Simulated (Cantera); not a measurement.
Input: 1 mol NiS, 2.3 mol H2, 4.9 mol N2, held at 75.0 Torr.

These are equilibrium values from Cantera (NASA tables, ideal gas, pure condensed phases), not measurements of a reactor. Candidate condensed phases: Ni, NiS, NiS2, Ni3S2, Ni3S4, S; 17 gas species. Gases not in the tables: S3 to S7. Rates play no part.

x: gas mole fraction; n: condensed amount in mol.

```tsv
T (°C)	x N2	x H2	x H2S	x S2	x SH	x NH3	x H	n Ni3S2(s)	n Ni3S2(l)
475	0.681	0.273	0.0463	1.12e-8	…	6.15e-5	<1e-12	0.333	0
575	0.681	0.273	0.0463	3.27e-7	…	2.23e-5	3.15e-11	0.333	0
675	0.681	0.273	0.0463	4.76e-6	…	9.85e-6	8.67e-10	0.333	0
775	0.681	0.273	0.0462	4.18e-5	…	5.06e-6	1.28e-8	0.333	0
875	0.680	0.274	0.0458	0.000248	…	2.91e-6	1.18e-7	0	0.333
975	0.680	0.275	0.0441	0.00104	…	1.83e-6	7.74e-7	0	0.333
1075	0.678	0.278	0.0399	0.00302	…	1.25e-6	3.86e-6	0	0.333
1175	0.676	0.284	0.0332	0.00614	…	9.06e-7	1.55e-5	0	0.333
1275	0.674	0.290	0.0259	0.00946	…	6.89e-7	5.24e-5	0	0.333
```

Q: Complete the blanks.

A: 
- 475, x SH: 2.19e-9
- 575, x SH: 4.90e-8
- 675, x SH: 5.71e-7
- 775, x SH: 4.18e-6
- 875, x SH: 2.14e-5
- 975, x SH: 8.22e-5
- 1075, x SH: 0.000240
- 1175, x SH: 0.000546
- 1275, x SH: 0.00102
